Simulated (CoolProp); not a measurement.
A single-stage vapour-compression cycle with the fluid: evaporating at 256.15 K (dew point), condensing at 284.15 K (bubble point), superheat 2 K, subcooling 0 K, compressor efficiency 0.85, no pressure losses. The same conditions are run with several fluids, on thermodynamics alone (safety and materials aside).

Computed with CoolProp (reference Helmholtz-energy equation of state of each fluid (trans-2-butene: Lemmon 2005; n-perfluorobutane: Gao 2022; R1336mzz(E): Akasaka 2023; R407C: Lemmon 2003; R11: Jacobsen 1992; hydrogen chloride: Thol 2018)). Blends and air are pseudo-pure fits.

Problem. Rank trans-2-butene, n-perfluorobutane, R1336mzz(E), R407C, R11, hydrogen chloride by cooling COP, highest first.

Solution. R11 (7.19), trans-2-butene (7.10), R1336mzz(E) (6.85), n-perfluorobutane (6.33), hydrogen chloride (6.25), R407C (5.45)

```tsv
fluid	pressure ratio	discharge temperature (K)	refrigerating effect (kJ/kg)	volumetric capacity (kJ/m³)
trans-2-butene	3.03	295.1	362	471
n-perfluorobutane	3.13	284.1	73.1	444
R1336mzz(E)	3.51	285.3	133	340
R407C	3.29	309.3	187	1960
R11	3.45	302.3	173	205
hydrogen chloride	2.11	323.8	295	9850
```

The compression ends wet for: n-perfluorobutane.
